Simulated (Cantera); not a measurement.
Feed: 1 mol TEOS, 11 mol O₂, held at 750 Torr.

Method: chemical equilibrium by Gibbs-energy minimisation in Cantera with the NASA 1993 tables (ideal gas, pure condensed phases). Candidate condensed phases: C, C₆H₆, C₇H₈, C₈H₁₈, H₂O, Si, SiC, SiO₂; 123 gas species. The feed counts by its element totals alone. The tables hold silica as quartz up to 1696 K and as liquid above; real silica turns to tridymite and cristobalite and melts near 1996 K. Gases not in the tables: Si(OH)₄. Equilibrium is a limit: real reactors are often held back by kinetics, nucleation or transport.

### Question
Which condensed phases are stable at each of these points (T (K)): 1648, 1698, 1748, 1798, 1848, 1898, 1948, 1998, 2048?

### Answer
| T (K) | condensed phases | Si condensed (%) |
|---|---|---|
| 1648 | SiO₂(β-quartz) | 100.0 |
| 1698 | SiO₂(condensed) | 100.0 |
| 1748 | SiO₂(condensed) | 100.0 |
| 1798 | SiO₂(condensed) | 100.0 |
| 1848 | SiO₂(condensed) | 100.0 |
| 1898 | SiO₂(condensed) | 100.0 |
| 1948 | SiO₂(condensed) | 100.0 |
| 1998 | SiO₂(l) | 100.0 |
| 2048 | SiO₂(l) | 100.0 |

At 1648 K the condensed part is SiO₂(β-quartz). From 1698 K to 1948 K the condensed part is SiO₂(condensed). From 1998 K to 2048 K the condensed part is SiO₂(l).
